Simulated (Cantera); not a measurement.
Input: 1 mol BN, a varied amount of HF, held at 827 °C and 0.0133 bar.

Cantera equilibrium calculation (NASA polynomials, part measured and part estimated; ideal gas, pure solids and liquids). Candidate condensed phases: B, BN; 31 gas species. Rates play no part.

x: gas mole fraction; n: condensed amount in mol.

```csv
n(HF) (mol),x HF,x H2,x BF3,x N2,x BHF2,x BF2,x NH3,n BN(s)
1.1,0.0195,0.490,0.327,0.163,0.000176,2.08e-6,5.88e-7,0.640
1.4,0.0195,0.490,0.327,0.163,0.000176,2.08e-6,5.88e-7,0.542
1.7,0.0195,0.490,0.327,0.163,0.000176,2.08e-6,5.88e-7,0.444
2.1,0.0195,0.490,0.327,0.163,0.000176,2.08e-6,5.88e-7,0.314
2.6,0.0195,0.490,0.327,0.163,0.000176,2.08e-6,5.88e-7,0.150
3.3,0.0909,0.455,0.303,0.152,3.24e-5,3.97e-7,[?],0
4,0.250,0.375,0.250,0.125,8.02e-6,1.08e-7,[?],0
5,0.400,0.300,0.200,0.1000,3.21e-6,4.84e-8,[?],0
6.2,0.516,0.242,0.161,0.0806,1.62e-6,2.72e-8,[?],0
```

**Question.** Fill in the missing entries.

**Answer.** 
- 3.3, x NH3: 5.05e-7
- 4, x NH3: 3.44e-7
- 5, x NH3: 2.20e-7
- 6.2, x NH3: 1.43e-7
